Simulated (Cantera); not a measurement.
Charge: 1 mol Al(CH3)3, 15 mol H2O, 17 mol N2, at 9.00 mbar.

These are equilibrium values from Cantera (NASA tables, ideal gas, pure condensed phases), not measurements of a reactor. Candidate condensed phases: Al, AlN, Al2O3, C, C6H6, C7H8, C8H18, H2O; 148 gas species. The feed counts by its element totals alone. Rates play no part.

x: gas mole fraction; n: condensed amount in mol.

```csv
T (°C),x N2,x H2,x H2O,x CO,x CO2,x H,n Al2O3(s)
577,0.430,0.281,0.213,0.0229,0.0530,1.14e-10,0.500
677,0.430,0.273,0.221,(withheld),(withheld),(withheld),0.500
777,0.430,0.266,0.228,0.0378,0.0381,4.41e-8,0.500
877,0.430,0.260,0.233,0.0433,0.0326,4.01e-7,0.500
977,0.430,0.256,0.238,0.0477,0.0283,2.58e-6,0.500
1077,0.430,0.253,0.241,0.0511,0.0248,1.26e-5,0.500
1177,0.430,0.250,0.244,0.0539,0.0221,4.98e-5,0.500
1277,0.430,0.248,0.246,0.0560,0.0199,0.000165,0.500
1377,0.430,0.246,0.248,0.0578,0.0181,0.000475,0.500
1477,0.430,0.244,0.249,0.0592,0.0167,0.00121,0.500
1577,0.430,0.242,0.250,0.0603,0.0155,0.00279,0.500
1677,0.429,0.239,0.250,0.0612,0.0145,0.00591,0.500
1777,0.428,0.235,0.249,0.0617,0.0137,(withheld),0.500
1877,0.425,0.229,0.246,0.0620,0.0130,0.0213,0.500
```

**Question.** Some entries are withheld; supply them.

**Answer.** 
- 677, x CO: 0.0310
- 677, x CO2: 0.0450
- 677, x H: 3.06e-9
- 1777, x H: 0.0116
